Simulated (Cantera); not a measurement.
A perfectly stirred reactor is fed with 2.86 % C2H6, 97.1 % N2, at 0.00987 atm; it is held at 1325 K, and followed from long to short residence time.

Computed with Cantera and GRI-Mech 3.0 (53 species, 325 reactions). GRI-Mech 3.0 stops at C3 and has no aromatics, soot or wall deposition, so with more carbon than oxygen in the feed, carbon stays in small species such as C2H2 where larger ones or solid carbon would form. Radical loss at walls, strong at low pressure, is not modelled.

### Question
Predict: x(C2H6) at τ = 2.60 s; x(C2H2) at τ = 2.60 s; x(H2) at τ = 2.60 s; x(H) at τ = 2.60 s; x(CH3) at τ = 2.60 s; x(C2H6) at τ = 98.0 ms; x(C2H2) at τ = 98.0 ms; x(H2) at τ = 98.0 ms; x(H) at τ = 98.0 ms; x(CH3) at τ = 98.0 ms.

### Answer
```
Quantity                   Value
----------------------  --------
x(C2H6) at τ = 2.60 s   0.000523
x(C2H2) at τ = 2.60 s     0.0202
x(H2) at τ = 2.60 s       0.0393
x(H) at τ = 2.60 s       3.70e-5
x(CH3) at τ = 2.60 s    0.000152
x(C2H6) at τ = 98.0 ms   0.00871
x(C2H2) at τ = 98.0 ms   0.00440
x(H2) at τ = 98.0 ms      0.0177
x(H) at τ = 98.0 ms      3.95e-5
x(CH3) at τ = 98.0 ms   0.000596
```
